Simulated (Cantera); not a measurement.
Input (Python, Cantera) and output of one run.

```python
import numpy as np
import cantera as ct

gas_names = """
    H HNO HNO2 HNO3 HO2 H2 H2O H2O2 N NH NH2 NH3 NH2OH NO NO2 NO3 N2 N2H2 N2H4 N2O O OH O2 O3 Pb PbO Pb2
""".split()
cond_names = """
    H2O(s) H2O(L) Pb(cr) Pb(L) PbO(rd) PbO(yw) PbO(L) PbO2(s) Pb3O4(s)
""".split()


def load(file, names, dense=False):
    # The tables refer to 1 bar. Condensed volumes are neglected.
    table = {s.name: s for s in ct.Species.list_from_file(file)}
    out = []
    for n in names:
        d = dict(table[n].input_data)
        d["thermo"] = dict(d["thermo"], **{"reference-pressure": 1e5})
        if dense:
            d["equation-of-state"] = {"model": "constant-volume", "density": "1e6 g/cm^3"}
        out.append(ct.Species.from_dict(d))
    return out


gas = ct.Solution(thermo="ideal-gas", species=load("nasa_gas.yaml", gas_names))
cond = {s.name: ct.Solution(thermo="fixed-stoichiometry", species=[s], name=s.name)
        for s in load("nasa_condensed.yaml", cond_names, dense=True)}
atoms = {
    'PbO': {'Pb': 1, 'O': 1},
    'H2': {'H': 2},
    'N2': {'N': 2},
}
top_T = {'Pb3O4(s)': 820}  # K; cautious upper limits of use, not melting points


def equilibrate(T, P, feed):
    n = {}
    for name, mol in feed.items():
        for a, k in atoms[name].items():
            n[a] = n.get(a, 0.0) + k * mol
    gas.TPX = T, P, n
    mass = sum(n.values()) * gas.mean_molecular_weight
    gas.equilibrate("TP")
    valid = [c for c in cond.values() if c.min_temp <= T <= top_T.get(c.name, c.max_temp)]
    mix = ct.Mixture([(gas, mass / gas.mean_molecular_weight)] + [(c, 0.0) for c in valid])
    mix.T, mix.P = T, P
    mix.equilibrate("TP", solver="vcs", rtol=1e-11, max_steps=5000)
    return mix


results = []
feed = {'PbO': 1, 'H2': 1.4, 'N2': 7.8}  # mol
P = 13332.2  # Pa
for T in [673, 823, 973, 1123, 1273, 1423, 1573, 1723]:
    mix = equilibrate(T, P, feed)
    results.append((T, P, feed, dict(zip(mix.species_names, mix.species_moles))))
    x = sorted(zip(gas.X, gas.species_names), reverse=True)
    print(f"T = {T:g} K  P = {P:g} Pa  gas = {mix.phase_moles(0):.4g} mol")
    print("   x: " + "  ".join(f"{s} {v:.3e}" for v, s in x if v > 0.0001))
    print("   condensed (mol): " + ("  ".join(f"{mix.phase(i).name} {mix.phase_moles(i):.4g}"
          for i in range(1, mix.n_phases) if mix.phase_moles(i) > 1e-12) or "none"))
```

Output:

```
T = 673 K  P = 13332.2 Pa  gas = 9.2 mol
   x: N2 8.478e-01  H2O 1.087e-01  H2 4.346e-02
   condensed (mol): Pb(L) 1
T = 823 K  P = 13332.2 Pa  gas = 9.2 mol
   x: N2 8.478e-01  H2O 1.087e-01  H2 4.347e-02
   condensed (mol): Pb(L) 1
T = 973 K  P = 13332.2 Pa  gas = 9.201 mol
   x: N2 8.478e-01  H2O 1.087e-01  H2 4.347e-02
   condensed (mol): Pb(L) 0.9994
T = 1123 K  P = 13332.2 Pa  gas = 9.213 mol
   x: N2 8.467e-01  H2O 1.085e-01  H2 4.342e-02  Pb 1.371e-03
   condensed (mol): Pb(L) 0.9874
T = 1273 K  P = 13332.2 Pa  gas = 9.328 mol
   x: N2 8.361e-01  H2O 1.072e-01  H2 4.288e-02  Pb 1.377e-02
   condensed (mol): Pb(L) 0.8715
T = 1423 K  P = 13332.2 Pa  gas = 10.05 mol
   x: N2 7.765e-01  H2O 9.950e-02  Pb 8.406e-02  H2 3.987e-02
   condensed (mol): Pb(L) 0.1548
T = 1573 K  P = 13332.2 Pa  gas = 10.2 mol
   x: N2 7.647e-01  H2O 9.789e-02  Pb 9.786e-02  H2 3.935e-02  PbO 1.475e-04
   condensed (mol): none
T = 1723 K  P = 13332.2 Pa  gas = 10.2 mol
   x: N2 7.647e-01  H2O 9.769e-02  Pb 9.768e-02  H2 3.951e-02  PbO 3.333e-04
   condensed (mol): none
```

Equilibrium computed with Cantera from the NASA thermochemical tables; the gas is ideal and each condensed phase is pure.
